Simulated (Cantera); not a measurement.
# Premixed flame

A freely propagating, adiabatic, planar premixed flame of 5.27 % CH4, 0.448 % C2H6, 17.8 % O2, 76.5 % N2, equivalence ratio 0.68, unburnt at 625 K and 0.133 bar; unity-Lewis-number transport, grid criteria slope 0.08 and curve 0.16, no radiation.

Model: GRI-Mech 3.0 (53 species, 325 reactions), integrated in Cantera. Unity Lewis numbers drop preferential diffusion, which matters most where H2 and H carry the flame. Burning velocities carry a grid error of a few per cent, more on coarse grids.

```tsv
z (mm)	T (K)	u (m/s)	x CH4	x C2H6	x O2	x CH3	x HCN	x NO
-8.52	626	0.922	0.0527	0.00448	0.178	4.81e-8	<1e-8	<1e-8
-5.68	629	0.927	0.0525	0.00446	0.178	3.88e-7	<1e-8	<1e-8
-4.26	638	0.941	0.0520	0.00441	0.177	1.46e-6	<1e-8	1.56e-8
-2.84	682	1.01	0.0496	0.00419	0.173	9.82e-6	1.52e-8	7.14e-8
-1.42	908	1.35	0.0371	0.00298	0.150	0.000198	7.76e-8	4.15e-7
-0.710	1178	1.77	0.0214	0.00138	0.122	0.000871	1.59e-7	8.81e-7
0	1473	2.23	0.00484	9.01e-5	0.0871	0.000611	2.55e-7	1.62e-6
0.710	1577	2.39	0.000291	2.98e-7	0.0701	3.88e-5	1.52e-7	2.43e-6
1.42	1605	2.43	9.64e-6	<1e-8	0.0653	1.31e-6	4.92e-8	3.09e-6
2.84	1642	2.48	2.35e-8	<1e-8	0.0622	<1e-8	<1e-8	4.21e-6
5.68	1694	2.55	<1e-8	<1e-8	0.0603	<1e-8	<1e-8	6.01e-6
11.4	1757	2.63	<1e-8	<1e-8	0.0592	<1e-8	<1e-8	8.55e-6
22.7	1821	2.72	<1e-8	<1e-8	0.0582	<1e-8	<1e-8	1.20e-5
```
x: mole fraction of selected species; z is measured from the peak of heat release.

The laminar burning velocity comes out as 92.1 cm/s. The thermal thickness is 2.84 mm. The peak x(CH3) comes out as 0.00106 and the peak x(HCN) comes out as 2.55e-7. The grid points is 132.
